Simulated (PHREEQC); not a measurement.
PHREEQC input (ion-association model, phreeqc.dat):

```
SOLUTION 1
  temp 25
  units mol/kgw
  pH 7 charge
  Na 0.055
END
SELECTED_OUTPUT 1
  -reset false
  -pH true
  -pe true
  -ionic_strength true
  -water true
  -totals Na Sg
  -molalities H+ Na+ OH- NaOH
USER_PUNCH 1
  -headings p_H2Sg(g) phi_H2Sg(g) p_H2O(g) phi_H2O(g) density
  10 PUNCH PR_P("H2Sg(g)"), PR_PHI("H2Sg(g)"), PR_P("H2O(g)"), PR_PHI("H2O(g)"), RHO
PRINT
  -reset false
USE solution 1
REACTION_TEMPERATURE 1
  60
GAS_PHASE 1
  -fixed_pressure
  -pressure 1
  -temperature 60
  -volume 20
  H2Sg(g) 1
  H2O(g) 0
END
# ... the last block is repeated for the other 6 points of P (atm)
```

Selected output (columns that matter, 7 of 7 rows; P (atm) added in front):

```
P (atm)	pH	mu	Na	Sg	m_H+	m_Na+	m_OH-	p_H2Sg(g)	phi_H2Sg(g)	p_H2O(g)	phi_H2O(g)	density
1	6.6813	0.055102	0.055102	0.09321	2.4765e-07	0.055102	5.8263e-07	0.80313	0.99427	0.19687	0.99114	0.98517
2	6.3332	0.055093	0.055092	0.13995	5.5187e-07	0.055092	2.6145e-07	1.8017	0.98831	0.19833	0.98372	0.98519
3	6.1447	0.055091	0.055091	0.18602	8.5194e-07	0.055091	1.6936e-07	2.8002	0.98242	0.1998	0.97637	0.98521
5	5.9168	0.055093	0.055092	0.27612	1.4397e-06	0.055092	1.0022e-07	4.7972	0.97071	0.2028	0.96175	0.98524
7.5	5.7423	0.055098	0.055096	0.38497	2.1516e-06	0.055096	6.7067e-08	7.2933	0.95616	0.20667	0.94354	0.98529
10	5.622	0.055104	0.055101	0.48968	2.8383e-06	0.055101	5.085e-08	9.7893	0.9417	0.2107	0.92541	0.98534
15	5.4583	0.055118	0.055114	0.68697	4.1374e-06	0.055114	3.4903e-08	14.781	0.91301	0.21924	0.88931	0.98544
```

Species that the database lacks are ignored. At this temperature some constants are extrapolated from 25 °C, and those without enthalpy data are left unchanged.
